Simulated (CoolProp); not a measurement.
Saturation properties of n-pentane.

Values from CoolProp's reference Helmholtz-energy equation of state, Thol 2019.

| T (°C) | p (kPa) | liquid cp (kJ/(kg K)) | vapour Z | surface tension (mN/m) | liquid conductivity (mW/(m K)) |
|---|---|---|---|---|---|
| -3.35 | 20.95 | 2.196 | 0.9860 | 18.6 | 123 |
| 6.25 | 32.27 | 2.235 | 0.9807 | 17.5 | 119 |
| 15.75 | 47.87 | 2.275 | 0.9743 | 16.5 | 115 |
| 25.25 | 68.99 | 2.318 | 0.9665 | 15.4 | 112 |
| 34.85 | 97.21 | 2.363 | 0.9572 | 14.4 | 108 |
| 44.35 | 133.3 | 2.409 | 0.9465 | 13.3 | 105 |
| 53.85 | 179.1 | 2.458 | 0.9342 | 12.3 | 102 |
| 63.45 | 236.7 | 2.510 | 0.9200 | 11.3 | 98.5 |
| 72.95 | 306.8 | 2.564 | 0.9041 | 10.3 | 95.5 |

It boils at 36.1 °C under 1 atm.

Thermal conductivity comes from a separate model (Vassiliou 2015). Surface tension comes from a separate correlation (Mulero 2012).
